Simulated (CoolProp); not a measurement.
Properties of CH3F (R41) along the isobar 12200 kPa.

Computed with CoolProp (reference Helmholtz-energy equation of state, Lemmon 2006). It is a short technical equation, of lower accuracy than the large ones.

```
T (°C)           phase  density (kg/m³)  cp (kJ/(kg K))  Joule-Thomson coefficient (K/MPa)  isothermal compressibility (1/MPa)  fugacity coefficient
-------  -------------  ---------------  --------------  ---------------------------------  ----------------------------------  --------------------
-126.65         liquid            984.9           2.065                            -0.3624                           0.0007516             0.0002961
-98.75          liquid            934.8           2.028                            -0.3470                            0.001027              0.003104
-70.95          liquid            882.3           2.031                            -0.3085                            0.001453               0.01541
-43.05          liquid            825.5           2.078                            -0.2357                            0.002165               0.04854
-15.25          liquid            762.3           2.183                            -0.1072                            0.003474                0.1124
12.65           liquid            688.3           2.380                             0.1307                            0.006321                0.2108
40.45           liquid            595.1           2.791                             0.6416                             0.01455                0.3369
68.35    supercritical            456.0           3.909                              2.117                             0.05581                0.4747
96.15    supercritical            281.3           3.901                              4.566                              0.1343                0.5936
124.05   supercritical            199.8           2.670                              4.953                              0.1190                0.6801
151.85   supercritical            162.3           2.203                              4.554                              0.1061                0.7446
```

The peak of cp marks the crossing from liquid-like to gas-like fluid above the critical point.
